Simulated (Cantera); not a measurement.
What does this Cantera script print?

```python
import numpy as np
import cantera as ct

surf = ct.Interface("diamond.yaml", "diamond_100")
gas, bulk = surf.adjacent["gas"], surf.adjacent["diamond"]
k = surf.kinetics_species_index(bulk.species_names[0])
cover = ["c6HH", "c6H*", "c6*H", "c6**", "c6HM", "c6B"]

rows, drift = [], 0.0
print(f"{'P':>10s}{'um/h':>11s}" + "".join(f"{s:>11s}" for s in cover))
for v in [910, 1300, 1800, 2600, 3600, 5200, 7300, 10000]:
    T, P, xH, xCH3 = 1150, v, 0.037, 1.3e-05
    gas.TPX = T, P, {"H": xH, "CH3": xCH3, "CH4": 0.0052, "H2": 1 - xH - xCH3 - 0.0052}
    surf.TP = bulk.TP = T, P
    surf.coverages = "c6H*:0.1, c6HH:0.9"
    surf.advance_coverages(100.0)
    before = surf.coverages
    surf.advance_coverages(100.0)
    drift = max(drift, np.max(np.abs(surf.coverages - before) / (surf.coverages + 1e-9)))
    rate = surf.net_production_rates[k] * bulk.mean_molecular_weight / bulk.density * 3.6e9
    rows.append([rate, *surf[cover].coverages])
    print(f"{v:10.4g}{rate:11.4e}" + "".join(f"{x:11.3e}" for x in rows[-1][1:]))
```

Output:

```
         P       um/h       c6HH       c6H*       c6*H       c6**       c6HM        c6B
       910 6.6107e-02  4.726e-01  3.320e-02  4.697e-01  2.437e-02  6.172e-05  1.794e-10
      1300 1.0719e-01  4.726e-01  3.324e-02  4.696e-01  2.437e-02  7.091e-05  2.909e-10
      1800 1.6297e-01  4.726e-01  3.328e-02  4.696e-01  2.438e-02  7.850e-05  4.422e-10
      2600 2.5581e-01  4.726e-01  3.334e-02  4.695e-01  2.440e-02  8.585e-05  6.941e-10
      3600 3.7477e-01  4.726e-01  3.342e-02  4.694e-01  2.442e-02  9.121e-05  1.017e-09
      5200 5.6811e-01  4.726e-01  3.355e-02  4.693e-01  2.444e-02  9.603e-05  1.542e-09
      7300 8.2442e-01  4.726e-01  3.372e-02  4.691e-01  2.448e-02  9.947e-05  2.237e-09
     1e+04 1.1561e+00  4.725e-01  3.393e-02  4.688e-01  2.453e-02  1.020e-04  3.137e-09
```

Cantera simulation using the Harris–Goodwin 1993 mechanism for the reconstructed diamond (100) surface; the numbers are that mechanism's predictions, not measurements.
